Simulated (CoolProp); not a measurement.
Values from CoolProp's reference Helmholtz-energy equation of state, Akasaka 2020.

**Question.** Give the vapour pressure (kPa), vapour density (kg/m³), liquid cp (kJ/(kg K)) of saturated R1123 at -0.55, 9.95, 20.35 °C.

**Answer.** 
| T (°C) | p (kPa) | vapour density (kg/m³) | liquid cp (kJ/(kg K)) |
|---|---|---|---|
| -0.55 | 1070 | 47.5 | 1.48 |
| 9.95 | 1440 | 65.1 | 1.56 |
| 20.35 | 1890 | 88.4 | 1.68 |
